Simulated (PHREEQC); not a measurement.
4.9 g of hydrous ferric oxide (600 m²/g; 0.2 weak and 0.005 strong sites per Fe, Dzombak-Morel constants, diffuse double layer) in 1 kg of water with 0.1 mol/kgw of an inert sodium salt and 0.62 mmol/kgw MgCl2, at 25 °C; the pH is set by adding NaOH or the inert anion's acid. Oxygen alone is held at its pressure in air (log pO2 = -0.68). The system is closed to CO2. Nothing may precipitate in this run.

The numbers come from PHREEQC with the ion-association model, wateq4f.dat.

| pH | Mg sorbed (%) | surface charge σ (C/m²) | surface potential ψ (mV) |
|---|---|---|---|
| 3 | 0.0 | 0.364 | 151 |
| 4 | 0.0 | 0.323 | 145 |
| 5 | 0.0 | 0.217 | 125 |
| 6 | 0.2 | 0.113 | 93 |
| 7 | 9.6 | 0.046 | 53 |
| 8 | 84.9 | 0.007 | 10 |
| 9 | 99.7 | -0.030 | -37 |
| 10 | 100.0 | -0.086 | -80 |
| 11 | 100.0 | -0.176 | -115 |

The oxide is taken as insoluble; below pH 4 it would dissolve.
